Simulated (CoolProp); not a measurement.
Vapour-liquid equilibrium of ethanol (1) + dimethyl carbonate (2) at 140.05 °C; x and y are mole fractions of (1).

Computed with CoolProp (multi-fluid Helmholtz-energy mixture model, Schroeder 2014 and Zhou 2011; pair parameters Bell 2016).

Problem. Give the bubble pressure and the first vapour's composition at x = 0.05, 0.55, 0.95. Is there an azeotrope?

Solution. x = 0.05: 0.4554 MPa, y = 0.157; x = 0.55: 0.7366 MPa, y = 0.671; x = 0.95: 0.7688 MPa, y = 0.940. y crosses x between x = 0.75 and 0.85: the model has an azeotrope there.

Pair parameters are fitted to limited data, so mixtures are less certain than the pure fluids.
